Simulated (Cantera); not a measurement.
A closed system holds: 1 mol BN, 0.58 mol H2O, 0.71 mol N2, equilibrated at 13.3 mbar.

Cantera equilibrium calculation (NASA polynomials, part measured and part estimated; ideal gas, pure solids and liquids). Candidate condensed phases: B, BN, B2O3, B3O3H3, H2O; 39 gas species. Mutual solubility and eutectic melting of coexisting phases are not modelled. Rates play no part.

Question: Which condensed phases are stable at each of these points (T (K)): 1400, 1450, 1500, 1550, 1600, 1650, 1700, 1750, 1800, 1850?

Answer: 
| T (K) | condensed phases | B condensed (%) |
|---|---|---|
| 1400 | BN(s) + B2O3(l) | 99.6 |
| 1450 | BN(s) + B2O3(l) | 99.2 |
| 1500 | BN(s) + B2O3(l) | 98.5 |
| 1550 | BN(s) + B2O3(l) | 96.9 |
| 1600 | BN(s) + B2O3(l) | 93.6 |
| 1650 | BN(s) + B2O3(l) | 86.3 |
| 1700 | BN(s) + B2O3(l) | 70.2 |
| 1750 | BN(s) | 58.3 |
| 1800 | BN(s) | 56.2 |
| 1850 | BN(s) | 53.7 |

From 1400 K to 1700 K the condensed part is BN(s) + B2O3(l). From 1750 K to 1850 K the condensed part is BN(s).
